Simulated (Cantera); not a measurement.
Input: 1 mol (CH₃)₂SiCl₂, 1.3 mol C₂H₂, 660 mol H₂, equilibrated at 11.0 mbar.

Cantera equilibrium calculation (NASA polynomials, part measured and part estimated; ideal gas, pure solids and liquids). Candidate condensed phases: C, C₆H₆, C₇H₈, C₈H₁₈, Si, SiC; 109 gas species. The feed counts by its element totals alone. The numbers say what is thermodynamically allowed, not how fast it happens. All values below are at 1198 K.

Base state: H₂ 0.997, HCl 0.00301, CH₄ 0.000175 (mole fractions); condensed: C(graphite) + SiC(s).

Q: What changes in the equilibrium state with this change: (CH₃)₂SiCl₂ replaced by SiCl₄?

A: 
| species | before | after |
|---|---|---|
| H₂ | 0.997 | 0.994 |
| HCl | 0.00301 | 0.00603 |
| CH₄ | 0.000175 | 0.000174 |
| C(graphite), mol | 3.48 | 1.48 |
| SiC(s), mol | 1.000 | 1.000 |
